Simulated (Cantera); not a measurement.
Charge: 1 mol Si, 0.044 mol O2, 86 mol H2, held at 1298 K and 1.73 Torr.

Cantera equilibrium calculation (NASA polynomials, part measured and part estimated; ideal gas, pure solids and liquids). Candidate condensed phases: H2O, Si, SiO2; 18 gas species. Rates play no part.

**Question.** What is the equilibrium state?

**Answer.** 
| Quantity | Value |
|---|---|
| x(H2) | 0.999 |
| x(SiO) | 0.00102 |
| x(H) | 2.23e-5 |
| n(Si(s)) | 0.912 mol |
| gas amount | 86.09 mol |
